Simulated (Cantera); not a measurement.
Input (Python, Cantera) and output of one run.

```python
import numpy as np
import cantera as ct

gas_names = [...]  # 95 gases of nasa_gas.yaml made of C, F, H
cond_names = """
    C(gr) C6H6(L) C7H8(L) C8H18(L),n-octa
""".split()


# ... load() reads the species with a 1 bar reference pressure and builds the phases ...
atoms = {
    'c-C4F8': {'C': 4, 'F': 8},
    'CH4': {'C': 1, 'H': 4},
    'H2': {'H': 2},
}
top_T = {'C(gr)': 4500}  # K; cautious upper limits of use, not melting points


# ... equilibrate(T, P, feed) seeds the gas with the atoms and calls Mixture.equilibrate('TP', solver="vcs", rtol=1e-11, max_steps=5000) ...
results = []
feed = {'c-C4F8': 1, 'CH4': 1.1, 'H2': 0.071}  # mol
T = 1873  # K
for P in [1, 5.2, 27, 140, 720, 3700, 19000, 100000]:
    mix = equilibrate(T, P, feed)
    results.append((T, P, feed, dict(zip(mix.species_names, mix.species_moles))))
    x = sorted(zip(gas.X, gas.species_names), reverse=True)
    print(f"T = {T:g} K  P = {P:g} Pa  gas = {mix.phase_moles(0):.4g} mol")
    print("   x: " + "  ".join(f"{s} {v:.3e}" for v, s in x if v > 0.001))
    print("   condensed (mol): " + ("  ".join(f"{mix.phase(i).name} {mix.phase_moles(i):.4g}"
          for i in range(1, mix.n_phases) if mix.phase_moles(i) > 1e-12) or "none"))
```

Result:

```
T = 1873 K  P = 1 Pa  gas = 7.603 mol
   x: HF 5.974e-01  F 3.530e-01  CF2 4.688e-02  CF4 1.678e-03
   condensed (mol): C(gr) 4.723
T = 1873 K  P = 5.2 Pa  gas = 6.78 mol
   x: HF 6.699e-01  F 2.112e-01  CF2 8.724e-02  CF4 3.021e-02
   condensed (mol): C(gr) 4.293
T = 1873 K  P = 27 Pa  gas = 5.969 mol
   x: HF 7.610e-01  CF4 9.038e-02  F 8.074e-02  CF2 6.622e-02  CF3 1.491e-03
   condensed (mol): C(gr) 4.155
T = 1873 K  P = 140 Pa  gas = 5.614 mol
   x: HF 8.090e-01  CF4 1.292e-01  CF2 3.477e-02  F 2.569e-02  CF3 1.292e-03
   condensed (mol): C(gr) 4.172
T = 1873 K  P = 720 Pa  gas = 5.485 mol
   x: HF 8.281e-01  CF4 1.468e-01  CF2 1.634e-02  F 7.768e-03
   condensed (mol): C(gr) 4.2
T = 1873 K  P = 3700 Pa  gas = 5.437 mol
   x: HF 8.354e-01  CF4 1.542e-01  CF2 7.390e-03  F 2.304e-03
   condensed (mol): C(gr) 4.218
T = 1873 K  P = 19000 Pa  gas = 5.419 mol
   x: HF 8.382e-01  CF4 1.574e-01  CF2 3.294e-03
   condensed (mol): C(gr) 4.227
T = 1873 K  P = 100000 Pa  gas = 5.411 mol
   x: HF 8.393e-01  CF4 1.587e-01  CF2 1.442e-03
   condensed (mol): C(gr) 4.231
```

Method: chemical equilibrium by Gibbs-energy minimisation in Cantera with the NASA 1993 tables (ideal gas, pure condensed phases). The feed counts by its element totals alone. Gases not in the tables: C2F6 and larger saturated fluorocarbons.
